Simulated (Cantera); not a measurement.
Input: 1 mol MgO, 0.93 mol Cl2, 0.097 mol H2, at 1152 °C and 0.370 bar.

Cantera equilibrium calculation (NASA polynomials, part measured and part estimated; ideal gas, pure solids and liquids). Candidate condensed phases: H2O, Mg, MgCl2, MgO, Mg(OH)2; 22 gas species. The numbers say what is thermodynamically allowed, not how fast it happens.

Base state: Cl2 0.494, MgCl2 0.200, HCl 0.165, O2 0.0998, Cl 0.0397, H2O 0.000427, ClO 0.000207 (mole fractions); condensed: MgO(s).

Q: What changes in the equilibrium state with this change: Cl2 from 0.93 to 0.16 mol?

A: 
```csv
species,before,after
HCl,0.165,0.686
Cl2,0.494,0.144
MgCl2,0.200,0.0936
H2O,0.000427,0.0157
O2,0.0998,0.0389
Cl,0.0397,0.0215
OH,2.74e-6,1.31e-5
ClO,0.000207,7.00e-5
HOCl,9.39e-6,2.43e-5
"MgO(s), mol",0.766,0.975
```
